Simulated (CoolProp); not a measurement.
R13 along the isobar 21.9 MPa: Z from the reference equation and from simpler models built on Tc = 303.0 K, pc = 3.973 MPa, ω = 0.175; each cubic takes its own stable root.

The numbers come from the reference Helmholtz-energy equation of state, Platzer 1990 in CoolProp. This equation is an older, rougher fit; its heat capacities, sound speeds and derivatives of the liquid may be far off and weren't checked against measurements.

```json
[
 {"T (K)": "240.7", "phase": "liquid", "reference": "0.8027"},
 {"T (K)": "245.9", "phase": "liquid", "reference": "0.7954"},
 {"T (K)": "251.2", "phase": "liquid", "reference": "0.7886"},
 {"T (K)": "256.4", "phase": "liquid", "reference": "0.7825"},
 {"T (K)": "261.7", "phase": "liquid", "reference": "0.7769"},
 {"T (K)": "267", "phase": "liquid", "reference": "0.7719"},
 {"T (K)": "272.2", "phase": "liquid", "reference": "0.7676"},
 {"T (K)": "277.5", "phase": "liquid", "reference": "0.7638"},
 {"T (K)": "282.8", "phase": "liquid", "reference": "0.7605"},
 {"T (K)": "288", "phase": "liquid", "reference": "0.7578"},
 {"T (K)": "293.3", "phase": "liquid", "reference": "0.7557"},
 {"T (K)": "298.6", "phase": "liquid", "reference": "0.7540"},
 {"T (K)": "303.8", "phase": "supercritical", "reference": "0.7530"},
 {"T (K)": "309.1", "phase": "supercritical", "reference": "0.7525"}
]
```

How far does each simpler model (van der Waals, Soave-Redlich-Kwong) lie from the reference over these 14 states: mean and median of the absolute difference, and the worst?


- van der Waals: mean 34.9 %, median 35.1 %, worst +39.8 % at 240.7 K and 21.9 MPa
- Soave-Redlich-Kwong: mean 1.1 %, median 1.0 %, worst +1.8 % at 309.1 K and 21.9 MPa
